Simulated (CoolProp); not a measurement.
Saturated liquid density (kg/m³) of CH3F (R41): the reference equation beside estimates from Tc = 44.1 °C, pc = 5906 kPa, ω = 0.200. Rackett uses Z = 0.29056 − 0.08775 ω.

The numbers come from the reference Helmholtz-energy equation of state, Lemmon 2006 in CoolProp. It is a short technical equation, of lower accuracy than the large ones.

| T (°C) | reference | Rackett | van der Waals | Soave-Redlich-Kwong | Peng-Robinson |
|---|---|---|---|---|---|
| -38.85 | 791.4 | 676.4 | 419.8 | 623.6 | 707.0 |
| -34.25 | 779.8 | 666.8 | 413.7 | 613.1 | 695.3 |
| -29.65 | 767.7 | 656.9 | 407.5 | 602.2 | 683.1 |
| -25.05 | 755.3 | 646.7 | 401.1 | 590.8 | 670.3 |
| -20.45 | 742.5 | 636.2 | 394.4 | 578.9 | 656.9 |
| -15.85 | 729.2 | 625.4 | 387.4 | 566.4 | 642.7 |
| -11.15 | 715.0 | 613.9 | 380.0 | ? | 627.5 |
| -6.55 | 700.6 | 602.1 | 372.5 | 539.1 | 611.8 |
| -1.95 | 685.4 | 589.8 | 364.5 | 524.5 | 595.1 |
| 2.65 | 669.5 | 576.9 | 356.2 | 509.1 | 577.3 |
| 7.25 | 652.6 | 563.2 | 347.3 | 492.6 | 558.3 |
| 11.85 | 634.6 | 548.7 | 337.9 | 475.0 | 537.9 |
| 16.45 | 615.2 | ? | 327.8 | ? | 515.7 |
| 21.05 | 594.0 | 515.8 | 316.8 | 435.3 | 491.5 |
| 25.75 | 569.8 | ? | 304.3 | 412.0 | 464.0 |

### Question
What belongs in the gaps?

### Answer

- -11.15, Soave-Redlich-Kwong: 552.9
- 16.45, Rackett: 533.0
- 16.45, Soave-Redlich-Kwong: 456.0
- 25.75, Rackett: 496.2

Absolute difference from the reference over all 15 rows, mean and median: Rackett 13.9 and 14.1 %, van der Waals 46.8 and 46.8 %, Soave-Redlich-Kwong 23.6 and 23.1 %, Peng-Robinson 13.4 and 12.7 %.
